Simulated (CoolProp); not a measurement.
The fluid at 345.42 K and 0.00686 MPa expands adiabatically to 0.00382 MPa with isentropic efficiency 0.8. The same conditions are run with several fluids, on thermodynamics alone (safety and materials aside).

Computed with CoolProp (reference Helmholtz-energy equation of state of each fluid (dimethyl carbonate: Zhou 2011; R410A: Lemmon 2003; cyclopentane: Gedanitz 2015; ethylbenzene: Zhou 2012; R236EA: Rui 2013)). Blends and air are pseudo-pure fits.

```csv
fluid,work (kJ/kg),final temperature (K),final density (kg/m³)
dimethyl carbonate,14.6,___,___
R410A,17.8,324.7,___
cyclopentane,18.7,331.9,___
ethylbenzene,12.4,336.2,___
R236EA,8.68,335.9,0.208
```

Q: Some entries are withheld; supply them.

A: 
- dimethyl carbonate, final temperature (K): 334.0
- dimethyl carbonate, final density (kg/m³): 0.124
- R410A, final density (kg/m³): 0.103
- cyclopentane, final density (kg/m³): 0.0972
- ethylbenzene, final density (kg/m³): 0.146
